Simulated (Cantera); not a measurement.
Cantera with NASA thermochemical tables; ideal gases at 1 bar, condensed phases pure. Values are per mole of reaction as written; species without (g) are pure solids or liquids, kept so even where they would boil at 1 bar. ZrN: taken at fixed stoichiometry.

ZrN + H2O2(g) = ZrO2 + 2 H(g) + N(g)

```tsv
T (K)	ΔH° (kJ)	ΔS° (J/K)	ΔG° (kJ)	log10 K
300	312.8	159.9	264.9	-46.12
750	327.3	190.0	184.8	-12.87
800	[?]	[?]	[?]	[?]
850	329.9	193.2	165.6	-10.18
900	331.2	194.7	155.9	-9.05
950	[?]	[?]	[?]	[?]
1000	333.6	197.2	136.3	-7.12
```

Some entries are withheld; supply them.


- 800, ΔH° (kJ): 328.6
- 800, ΔS° (J/K): 191.7
- 800, ΔG° (kJ): 175.3
- 800, log10 K: -11.44
- 950, ΔH° (kJ): 332.4
- 950, ΔS° (J/K): 196.0
- 950, ΔG° (kJ): 146.2
- 950, log10 K: -8.04
